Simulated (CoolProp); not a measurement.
Vapour-liquid equilibrium of R21 (1) + methanol (2) at 388.2 K; x and y are mole fractions of (1).

Model: multi-fluid Helmholtz-energy mixture model, Platzer 1990 and de Reuck 1993; pair parameters Bell 2016, in CoolProp. This equation is an older, rougher fit; its heat capacities, sound speeds and derivatives of the liquid may be far off and weren't checked against measurements.

```
x     bubble pressure, mixture model (kPa)  bubble pressure, Raoult's law (kPa)  y, mixture model  y, Raoult's law
----  ------------------------------------  -----------------------------------  ----------------  ---------------
0.05                                  1152                                618.5             0.499            0.145
0.2                                   1600                                803.8             0.628            0.446
0.35                                  1609                                989.2             0.631            0.634
0.5                                   1651                                 1175             0.652            0.763
0.65                                  1716                                 1360             0.714            0.857
0.8                                   1766                                 1545             0.817            0.928
0.95                                  1789                                 1731             0.952            0.984
```

The largest gap from Raoult's law is +99.1 % in bubble pressure, at x = 0.2. No azeotrope shows between x = 0.05 and 0.95.

Pair parameters are fitted to limited data, so mixtures are less certain than the pure fluids. With so large a gap from Raoult's law the liquid may split in two, which this calculation doesn't test in full.
